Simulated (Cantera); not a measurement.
# Low-pressure radical oxidation in H2/O2

An isothermal, constant-pressure homogeneous reactor starts with H2 : O2 = 0.44 : 1 (molar parts), at 1025 K and 0.0355 atm.

Cantera simulation using the H2/O2 subset of GRI-Mech 3.0, which has no nitrogen chemistry; the numbers are that mechanism's predictions, not measurements. Radical loss at walls, strong at low pressure, is not modelled. The temperature is held fixed by assumption; the heat of reaction is taken as removed at once.

```tsv
t (s)	x H2	x O2	x OH	x O	x H2O2	x H	x H2O
2.00e-5	0.306	0.694	1.77e-11	2.97e-11	<1e-12	2.11e-10	2.49e-11
5.91e-5	0.306	0.694	9.84e-11	2.19e-10	<1e-12	8.10e-10	4.02e-10
0.000175	0.306	0.694	1.29e-9	3.17e-9	2.01e-12	9.27e-9	1.08e-8
0.000516	0.306	0.694	7.43e-7	1.85e-6	1.23e-10	5.30e-6	7.31e-6
0.00152	0.0259	0.600	0.00777	0.0294	1.89e-6	0.0749	0.262
0.00451	0.00171	0.638	0.00117	0.00148	2.41e-6	0.000527	0.357
0.0133	0.000185	0.639	0.000294	0.000117	1.11e-6	1.09e-5	0.360
0.0393	2.11e-5	0.639	0.000112	1.57e-5	4.18e-7	5.46e-7	0.361
0.116	2.10e-6	0.639	4.84e-5	2.81e-6	1.45e-7	3.95e-8	0.361
0.344	2.66e-7	0.639	2.33e-5	6.50e-7	5.01e-8	4.23e-9	0.361
1.02	5.78e-8	0.639	1.22e-5	1.80e-7	1.78e-8	6.10e-10	0.361
3.00	1.61e-8	0.639	6.72e-6	5.49e-8	6.38e-9	1.02e-10	0.361
```
x: mole fraction; the columns are a selection and need not sum to one.

Equilibrium at this temperature and pressure: H2 4.33e-10, O2 0.639, OH 1.07e-6, O 1.40e-9, H2O2 2.11e-10, H <1e-12, H2O 0.361 (gas phase only).
